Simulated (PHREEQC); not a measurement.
Acid mine or pickling water: an equilibrium model

Synthetic water in mmol/kgw, 20 °C, pH 2.84, pe 10.3:

```tsv
constituent	mmol/kgw
Na	101
K	1.82
Ca	8.24
Mg	9.63
Cl	42.1
S(6)	51.2
Mn(2)	0.105
Cd	2.47
```

Valence states are taken as typed.

Equilibrium calculation in PHREEQC: ion-association model, phreeqc.dat.

This is a speciation only: nothing precipitates in the calculation.

Q: Estimate the ionic strength, specific conductance.

A: ionic strength 0.168 mol/kgw; specific conductance 10300 µS/cm.

Q: In which forms is K present?

A: K+ 94 %, KSO4- 6.4 % of the K.

Species that the database lacks are ignored.
